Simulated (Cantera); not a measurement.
A Cantera script and what it prints.

```python
import numpy as np
import cantera as ct

gas_names = """
    CL CLO CL2 O O2 O3 Ti TiCL TiCL2 TiCL3 TiCL4 TiO TiOCL TiOCL2 TiO2
""".split()
cond_names = """
    Ti(a) Ti(b) Ti(L) TiCL2(s) TiCL3(s) TiCL4(L) TiO(a) TiO(b) TiO(L) TiO2(ru) TiO2(L) Ti2O3(a) Ti2O3(b)
    Ti2O3(L) Ti3O5(a) Ti3O5(b) Ti3O5(L) Ti4O7(s) Ti4O7(L)
""".split()


def load(file, names, dense=False):
    # The tables refer to 1 bar. Condensed volumes are neglected.
    table = {s.name: s for s in ct.Species.list_from_file(file)}
    out = []
    for n in names:
        d = dict(table[n].input_data)
        d["thermo"] = dict(d["thermo"], **{"reference-pressure": 1e5})
        if dense:
            d["equation-of-state"] = {"model": "constant-volume", "density": "1e6 g/cm^3"}
        out.append(ct.Species.from_dict(d))
    return out


gas = ct.Solution(thermo="ideal-gas", species=load("nasa_gas.yaml", gas_names))
cond = {s.name: ct.Solution(thermo="fixed-stoichiometry", species=[s], name=s.name)
        for s in load("nasa_condensed.yaml", cond_names, dense=True)}
atoms = {
    'TiCl4': {'Ti': 1, 'CL': 4},
    'O2': {'O': 2},
}
top_T = {'TiCL2(s)': 1300, 'TiCL3(s)': 1000}  # K; cautious upper limits of use, not melting points


def equilibrate(T, P, feed):
    n = {}
    for name, mol in feed.items():
        for a, k in atoms[name].items():
            n[a] = n.get(a, 0.0) + k * mol
    gas.TPX = T, P, n
    mass = sum(n.values()) * gas.mean_molecular_weight
    gas.equilibrate("TP")
    valid = [c for c in cond.values() if c.min_temp <= T <= top_T.get(c.name, c.max_temp)]
    mix = ct.Mixture([(gas, mass / gas.mean_molecular_weight)] + [(c, 0.0) for c in valid])
    mix.T, mix.P = T, P
    mix.equilibrate("TP", solver="vcs", rtol=1e-11, max_steps=5000)
    return mix


results = []
feed = {'TiCl4': 1, 'O2': 1}  # mol
P = 13332.2  # Pa
for T in [1850, 1875, 1900, 1925, 1950, 1975, 2000, 2025, 2050, 2075, 2100, 2125, 2150, 2175]:
    mix = equilibrate(T, P, feed)
    results.append((T, P, feed, dict(zip(mix.species_names, mix.species_moles))))

top = {s: max(r[3][s] / sum(r[3][g] for g in gas_names) for r in results) for s in gas_names}
cols = sorted((s for s in top if top[s] > 1e-06), key=lambda s: -top[s])[:7]
seen = [c for c in cond_names if any(r[3].get(c, 0) > 1e-12 for r in results)]
print("log10 of partial pressures in bar; condensed amounts in mol")
print(f"{'T/K':>10s}" + "".join(f"{s[:9]:>10s}" for s in cols + seen))
for T, P, feed, n in results:
    ng = sum(n[g] for g in gas_names)
    print(f"{T:10.4g}" + "".join(f"{np.log10(max(n[s] / ng * P / 1e5, 1e-99)):10.3f}" for s in cols)
          + "".join(f"{n.get(c, 0):10.4g}" for c in seen))
```

It prints:

```
log10 of partial pressures in bar; condensed amounts in mol
       T/K        CL       CL2        O2     TiCL4    TiOCL2     TiCL3         O  TiO2(ru)   TiO2(L)
      1850    -1.085    -1.367    -2.401    -2.405    -4.101    -4.383    -4.915    0.9119         0
      1875    -1.061    -1.415    -2.416    -2.421    -3.999    -4.293    -4.827    0.9121         0
      1900    -1.039    -1.465    -2.433    -2.441    -3.901    -4.208    -4.742     0.913         0
      1925    -1.020    -1.517    -2.453    -2.465    -3.808    -4.127    -4.661    0.9143         0
      1950    -1.002    -1.570    -2.475    -2.491    -3.719    -4.051    -4.583     0.916         0
      1975    -0.987    -1.626    -2.499    -2.521    -3.634    -3.979    -4.508     0.918         0
      2000    -0.974    -1.683    -2.524    -2.554    -3.554    -3.911    -4.437    0.9201         0
      2025    -0.962    -1.741    -2.551    -2.590    -3.477    -3.847    -4.368    0.9224         0
      2050    -0.951    -1.801    -2.578    -2.629    -3.405    -3.788    -4.301    0.9246         0
      2075    -0.943    -1.861    -2.605    -2.671    -3.336    -3.732    -4.236    0.9267         0
      2100    -0.935    -1.922    -2.632    -2.715    -3.270    -3.680    -4.173    0.9285         0
      2125    -0.928    -1.983    -2.659    -2.762    -3.208    -3.633    -4.111      0.93         0
      2150    -0.922    -2.044    -2.691    -2.819    -3.161    -3.597    -4.055         0    0.9325
      2175    -0.917    -2.105    -2.724    -2.880    -3.119    -3.567    -4.000         0    0.9348
```

Cantera equilibrium calculation (NASA polynomials, part measured and part estimated; ideal gas, pure solids and liquids).
